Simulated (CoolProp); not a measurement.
Aqueous potassium carbonate as a coolant, 27 % by mass, freezing at -14.9 °C, 1 atm.

Values from CoolProp's Melinder's fits for secondary coolants.

| T (°C) | density (kg/m³) | viscosity (mPa s) | cp (kJ/(kg K)) | Prandtl number |
|---|---|---|---|---|
| -3.8 | 1275 | 4.11 | 3.018 | 23.3 |
| 0 | 1274 | 3.67 | 3.024 | 20.6 |
| 3.8 | 1273 | 3.29 | 3.030 | 18.3 |
| 7.6 | 1271 | 2.98 | 3.035 | 16.4 |
| 11.4 | 1269 | 2.71 | 3.041 | 14.8 |
| 15.2 | 1268 | 2.48 | 3.047 | 13.4 |
| 18.9 | 1266 | 2.29 | 3.053 | 12.2 |
| 22.7 | 1264 | 2.11 | 3.058 | 11.2 |
| 26.5 | 1262 | 1.95 | 3.064 | 10.3 |
| 30.3 | 1260 | 1.81 | 3.070 | 9.44 |
| 34.1 | 1258 | 1.68 | 3.076 | 8.70 |
